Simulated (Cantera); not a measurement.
Feed: 1 mol C2H6, 0.25 mol CO2, 0.35 mol NH3, held at 720 Torr.

These are equilibrium values from Cantera (NASA tables, ideal gas, pure condensed phases), not measurements of a reactor. Candidate condensed phases: C, C6H6, C7H8, C8H18, H2O; 136 gas species. Kinetics and transport are ignored. All values below are at 1702 °C.

Base state: H2 0.836, CO 0.119, N2 0.0404, HCN 0.00245, H 0.00128, C2H2 (acetylene) 0.000543, CH4 0.000305, HNC 0.000133 (mole fractions); condensed: C(graphite).

Q: What changes in the equilibrium state with this change: pressure from 720 Torr to 37500 Torr?

A: 
```csv
species,before,after
H2,0.836,0.819
CO,0.119,0.120
N2,0.0404,0.0410
CH4,0.000305,0.0152
CO2,3.92e-7,2.09e-5
H2O,1.24e-5,0.000639
CH3CN,3.49e-7,1.78e-5
"C(graphite), mol",1.73,1.67
```
The ideal-gas law is rough above about 30 bar.

Q: What changes in the equilibrium state with this change: CO2 from 0.25 to 0.44 mol?

A: 
| species | before | after |
|---|---|---|
| H2 | 0.836 | 0.767 |
| CO | 0.119 | 0.192 |
| N2 | 0.0404 | 0.0370 |
| H2O | 1.24e-5 | 1.83e-5 |
| CH4 | 0.000305 | 0.000256 |
| C(graphite), mol | 1.73 | 1.54 |
